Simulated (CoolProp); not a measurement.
Values from CoolProp's reference Helmholtz-energy equation of state, Lemmon 2016.

Problem. For R227EA, give the phase and the viscosity (µPa s), Prandtl number at 115.05 °C and 0.101 MPa.

Solution. 
- 115.05 °C and 0.101 MPa: gas; viscosity 15.1, Prandtl number 0.698

Viscosity comes from a separate model (Huber 2003), an estimate that may be off by 10 % or more. Thermal conductivity comes from a separate model (Huber 2003), an estimate that may be off by 10 % or more.
